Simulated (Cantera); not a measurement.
Input (Python, Cantera):

```python
import numpy as np
import cantera as ct

gas = ct.Solution("h2o2.yaml")
gas.TPX = 1423, 1333, {'H2': 0.25, 'O2': 4.1}
inlet = ct.Reservoir(gas, clone=True)

reactor = ct.IdealGasConstPressureReactor(gas, energy="off", clone=False)
exhaust = ct.Reservoir(gas, clone=True)
tau = [12, 1.8, 0.28, 0.045, 0.007, 0.0011, 0.00017][0]
for a, b in ((inlet, reactor), (reactor, exhaust)):
    ct.MassFlowController(a, b, mdot=lambda t: reactor.mass / tau)
net = ct.ReactorNet([reactor])
show = ['H2', 'O2', 'H', 'O', 'H2O2', 'H2O']

rows = []
print(f"{'tau/s':>10s}{'T/K':>9s}" + "".join(f"{s:>11s}" for s in show))
for tau in [12, 1.8, 0.28, 0.045, 0.007, 0.0011, 0.00017]:
    net.initial_time = 0.0
    net.advance(30 * tau)
    before = gas.X
    net.advance(40 * tau)
    drift = np.max(np.abs(gas.X - before) / (gas.X + 1e-9))
    rows.append([gas.T, *gas[show].X, drift])
    print(f"{tau:10.3e}{gas.T:9.1f}" + "".join(f"{x:11.3e}" for x in gas[show].X))
```

Output:

```
     tau/s      T/K         H2         O2          H          O       H2O2        H2O
 1.200e+01   1423.0  4.288e-05  9.390e-01  3.747e-05  1.223e-03  1.421e-08  5.840e-02
 1.800e+00   1423.0  1.429e-04  9.355e-01  2.376e-04  4.195e-03  2.615e-08  5.753e-02
 2.800e-01   1423.0  4.196e-04  9.261e-01  1.231e-03  1.257e-02  4.111e-08  5.557e-02
 4.500e-02   1423.0  9.616e-04  9.097e-01  3.959e-03  2.726e-02  5.273e-08  5.213e-02
 7.000e-03   1423.0  2.033e-03  8.988e-01  6.685e-03  3.655e-02  6.114e-08  4.857e-02
 1.100e-03   1423.0  6.666e-03  9.008e-01  8.138e-03  3.307e-02  8.039e-08  4.218e-02
 1.700e-04   1423.0  2.923e-02  9.201e-01  5.716e-03  1.530e-02  7.494e-08  2.110e-02
```

Computed with Cantera and the H2/O2 subset of GRI-Mech 3.0, which has no nitrogen chemistry. Radical loss at walls, strong at low pressure, is not modelled. The temperature is held fixed by assumption; the heat of reaction is taken as removed at once.
